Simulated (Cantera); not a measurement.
Feed: 1 mol SiH2Cl2, 0.017 mol Cl2, 44 mol H2, 2.9 mol HCl, equilibrated at 1123.15 K and 28.5 Torr.

Equilibrium computed with Cantera from the NASA thermochemical tables; the gas is ideal and each condensed phase is pure. Candidate condensed phases: Si; 19 gas species. The tables' values for SiCl3 are old estimates; treat these amounts as uncertain. Equilibrium is a limit: real reactors are often held back by kinetics, nucleation or transport.

Base state: H2 0.943, HCl 0.0378, SiCl4 0.0100, SiHCl3 0.00428, SiCl2 0.00321, SiCl3 0.00161, SiH2Cl2 0.000225 (mole fractions); condensed: Si(s).

What changes in the equilibrium state with this change: temperature from 1123.15 K to 1498 K?


```csv
species,before,after
H2,0.943,0.916
HCl,0.0378,0.0672
SiCl2,0.00321,0.0158
SiCl4,0.0100,6.00e-5
H,2.13e-7,8.44e-5
SiHCl3,0.00428,8.42e-5
SiH2Cl2,0.000225,1.88e-5
"Si(s), mol",0.0684,0.193
```

What changes in the equilibrium state with this change: HCl from 2.9 to 0.17 mol?


```tsv
species	before	after
H2	0.943	0.966
HCl	0.0378	0.0274
SiCl4	0.0100	0.00262
SiCl3	0.00161	0.000589
SiHCl3	0.00428	0.00159
Si(s), mol	0.0684	0.698
```

What changes in the equilibrium state with this change: pressure from 28.5 Torr to 10.5 Torr?


```tsv
species	before	after
H2	0.943	0.936
HCl	0.0378	0.0459
SiCl4	0.0100	0.00813
SiH2Cl2	0.000225	0.000122
SiHCl3	0.00428	0.00285
SiCl2	0.00321	0.00476
SiCl3	0.00161	0.00177
Si(s), mol	0.0684	0.148
```
